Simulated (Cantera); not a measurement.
An isothermal plug-flow reactor at 1273 K and 1650 Torr (inlet), inlet velocity 2.9 m/s, active area per volume 1100 1/m; feed 0.514 % CH4, 11.2 % O2, 88.3 % N2, equivalence ratio 0.092.

Model: Deutschmann's 1995 Pt surface mechanism with GRI-Mech 3.0 gas chemistry, integrated in Cantera. Catalytic surfaces can have several steady states; this one follows from the mechanism file's or the stated starting coverage. Mass transfer to the wall is taken as infinitely fast.

x: gas mole fraction; θ: surface coverage.

| z (m) | x CH4 | x O2 | x H2O | x CO2 | x CO | θ free Pt | θ O* | θ OH* |
|---|---|---|---|---|---|---|---|---|
| 0.00012 | 0.00503 | 0.112 | 0.000222 | 0.000103 | 7.30e-6 | 0.434 | 0.566 | 0.000312 |
| 0.00023 | 0.00493 | 0.111 | [?] | [?] | 7.55e-6 | 0.434 | 0.565 | [?] |
| 0.00045 | 0.00473 | 0.111 | 0.000809 | 0.000395 | 7.29e-6 | 0.434 | 0.565 | 0.000485 |
| 0.00086 | 0.00438 | 0.110 | 0.00149 | 0.000735 | 6.78e-6 | 0.435 | 0.565 | 0.000629 |
| 0.0017 | 0.00373 | 0.109 | 0.00275 | 0.00136 | 5.87e-6 | 0.435 | 0.564 | 0.000831 |
| 0.0032 | 0.00278 | 0.107 | 0.00458 | 0.00225 | 4.60e-6 | 0.436 | 0.563 | 0.00106 |
| 0.0062 | [?] | 0.105 | [?] | [?] | [?] | 0.437 | 0.562 | [?] |
| 0.012 | 0.000443 | 0.103 | 0.00917 | 0.00450 | 1.53e-6 | 0.438 | 0.561 | 0.00148 |

Problem. Fill in the missing entries.

Solution. 
- 0.00023, x H2O: 0.000421
- 0.00023, x CO2: 0.000202
- 0.00023, θ OH*: 0.000380
- 0.0062, x CH4: 0.00151
- 0.0062, x H2O: 0.00703
- 0.0062, x CO2: 0.00344
- 0.0062, x CO: 3.08e-6
- 0.0062, θ OH*: 0.00130
